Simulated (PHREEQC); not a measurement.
Consider water at 70 °C with 0.099 mol/kgw HF, 0.039 mol/kgw H2SiF6, 0.046 mol/kgw HBF4 and 0.002 mol/kgw HNO3. Closed to the air; pH follows from the charge balance.

Computed with PHREEQC (ion-association model, phreeqc.dat).

### Question
The ionic strength comes out as 0.166 mol/kgw. What activity coefficients do F-, BF4-, HF2-, SiF6-2, NO3- get?

### Answer
F- 0.70, BF4- 0.73, HF2- 0.73, SiF6-2 0.29, NO3- 0.69.

Precipitation was switched off in this run. Constants without temperature data keep their 25 °C values here. SiF6-2 is the database's only silicon fluoride. Real BF4- forms and hydrolyses slowly; the run takes it at equilibrium.
